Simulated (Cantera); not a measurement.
Feed: 1 mol BF3, 2 mol O2, 4.7 mol H2, at 873 K and 7.80 mbar.

Cantera equilibrium calculation (NASA polynomials, part measured and part estimated; ideal gas, pure solids and liquids). Candidate condensed phases: B, B2O3, B3O3H3, H2O; 43 gas species. Gases not in the tables: H3BO3. Equilibrium is a limit: real reactors are often held back by kinetics, nucleation or transport.

Base state: H2O 0.563, HF 0.221, H2 0.118, BF3 0.0883, B3O3F3 0.00739, (HBO2)3 0.00213, BOF 2.01e-5, HBO2 1.03e-5 (mole fractions); condensed: B2O3(l).

Problem. What changes in the equilibrium state with this change: BF3 replaced by B?

Solution. 
```csv
species,before,after
H2O,0.563,0.530
H2,0.118,0.469
(HBO2)3,0.00213,0.00194
HF,0.221,0
BF3,0.0883,0
B3O3F3,0.00739,0
BOF,2.01e-5,0
HBO2,1.03e-5,1.00e-5
"B2O3(l), mol",0.155,0.486
```
